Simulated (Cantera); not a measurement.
## NO annealing gas

A perfectly stirred reactor is fed with 18.2 % NO, 81.8 % N2, at 1.01 bar; it is held at 1848 K, and followed from long to short residence time.

Detailed kinetics in Cantera: GRI-Mech 3.0 (53 species, 325 reactions).

| τ (s) | x NO | x NO2 | x N2O | x O2 | x O | x N2 |
|---|---|---|---|---|---|---|
| 0.68 | 0.166 | 8.25e-5 | 1.19e-5 | 0.00804 | 1.94e-5 | 0.826 |
| 0.40 | 0.172 | 7.16e-5 | 1.29e-5 | 0.00491 | 1.63e-5 | 0.823 |
| 0.24 | 0.176 | 6.27e-5 | 1.34e-5 | 0.00299 | 1.41e-5 | 0.821 |
| 0.14 | 0.178 | 5.57e-5 | 1.38e-5 | 0.00175 | 1.24e-5 | 0.820 |
| 0.081 | 0.180 | 5.05e-5 | 1.40e-5 | 0.00100 | 1.12e-5 | 0.819 |
| 0.048 | 0.181 | 4.70e-5 | 1.40e-5 | 0.000582 | 1.04e-5 | 0.819 |
| 0.028 | 0.181 | 4.41e-5 | 1.38e-5 | 0.000327 | 9.82e-6 | 0.819 |
| 0.017 | 0.181 | 4.16e-5 | 1.35e-5 | 0.000186 | 9.29e-6 | 0.818 |
| 0.0098 | 0.182 | 3.83e-5 | 1.29e-5 | 9.55e-5 | 8.61e-6 | 0.818 |
| 0.0058 | 0.182 | 3.41e-5 | 1.20e-5 | 4.68e-5 | 7.75e-6 | 0.818 |
| 0.0034 | 0.182 | 2.83e-5 | 1.07e-5 | 2.00e-5 | 6.56e-6 | 0.818 |
x: mole fraction; the columns are a selection and need not sum to one.
